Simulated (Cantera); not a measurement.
A perfectly stirred reactor is fed with CH₄ : O₂ : N₂ = 1 : 1.33 : 16 (molar parts), equivalence ratio 1.5, at 0.340 bar; it is adiabatic with a 650 K inlet, and is followed from long to short residence time, starting on the burning branch (τ in s: 0.18, 0.077, 0.033, 0.014, 0.006, 0.0026, 0.0011, 0.00046, 0.0002, 8.4e-05, 3.6e-05, 1.5e-05, 6.5e-06).

Cantera simulation using GRI-Mech 3.0 (53 species, 325 reactions); the numbers are that mechanism's predictions, not measurements.

Problem. What does this change do: N2 16 to 11 parts?

Solution. 
```json
[
 {"quantity": "state", "before": "not burning at any residence time tried", "after": "not reached"},
 {"quantity": "x(CH₄) at τ = 0.180 s", "before": "0.0546", "after": "0.00320"},
 {"quantity": "x(O₂) at τ = 0.180 s", "before": "0.0726", "after": "0.00144"},
 {"quantity": "x(C₂H) at τ = 0.180 s", "before": "<1e-12", "after": "2.79e-8"},
 {"quantity": "x(NO) at τ = 0.180 s", "before": "<1e-12", "after": "2.20e-6"},
 {"quantity": "x(O) at τ = 0.180 s", "before": "<1e-12", "after": "9.60e-7"},
 {"quantity": "x(CH₄) at τ = 1.10 ms", "before": "0.0546", "after": "0.0750"},
 {"quantity": "x(O₂) at τ = 1.10 ms", "before": "0.0726", "after": "0.0998"},
 {"quantity": "x(C₂H) at τ = 1.10 ms", "before": "<1e-12", "after": "<1e-12"},
 {"quantity": "x(NO) at τ = 1.10 ms", "before": "<1e-12", "after": "<1e-12"},
 {"quantity": "x(O) at τ = 1.10 ms", "before": "<1e-12", "after": "<1e-12"},
 {"quantity": "blow-out, bracketed by the residence times tried", "before": "not reached", "after": "burning at 33.0 ms, out at 14.0 ms"}
]
```

Problem. What does this change do: inlet temperature 650 to 775 K?

Solution. 
| quantity | before | after |
|---|---|---|
| state | not burning at any residence time tried | not reached |
| x(CH₄) at τ = 0.180 s | 0.0546 | 0.00346 |
| x(O₂) at τ = 0.180 s | 0.0726 | 0.00264 |
| x(C₂H) at τ = 0.180 s | <1e-12 | 6.44e-9 |
| x(NO) at τ = 0.180 s | <1e-12 | 3.48e-7 |
| x(O) at τ = 0.180 s | <1e-12 | 1.07e-6 |
| x(CH₄) at τ = 1.10 ms | 0.0546 | 0.0546 |
| x(O₂) at τ = 1.10 ms | 0.0726 | 0.0726 |
| x(C₂H) at τ = 1.10 ms | <1e-12 | <1e-12 |
| x(NO) at τ = 1.10 ms | <1e-12 | <1e-12 |
| x(O) at τ = 1.10 ms | <1e-12 | <1e-12 |
| blow-out, bracketed by the residence times tried | not reached | burning at 77.0 ms, out at 33.0 ms |
